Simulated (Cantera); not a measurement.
Input: 1 mol Si, 0.14 mol O2, 610 mol H2, equilibrated at 13000 Pa.

Equilibrium computed with Cantera from the NASA thermochemical tables; the gas is ideal and each condensed phase is pure. Candidate condensed phases: H2O, Si, SiO2; 18 gas species. Mutual solubility and eutectic melting of coexisting phases are not modelled. The tables hold silica as quartz up to 1696 K and as liquid above; real silica turns to tridymite and cristobalite and melts near 1996 K. Equilibrium is a limit: real reactors are often held back by kinetics, nucleation or transport. All values below are at 1150 K.

Base state: H2 1.000 (mole fractions); condensed: Si(s) + SiO2(β-quartz).

Q: What changes in the equilibrium state with this change: Si replaced by Si3N4?

A: 
```tsv
species	before	after
H2	1.000	1.000
N2	0	0.000153
Si(s), mol	0.860	0
SiO2(β-quartz), mol	0.140	0
Si2N2O(s), mol	0	0.280
Si3N4(s), mol	0	0.813
```
Further candidate phases: Si2N2O, Si3N4.
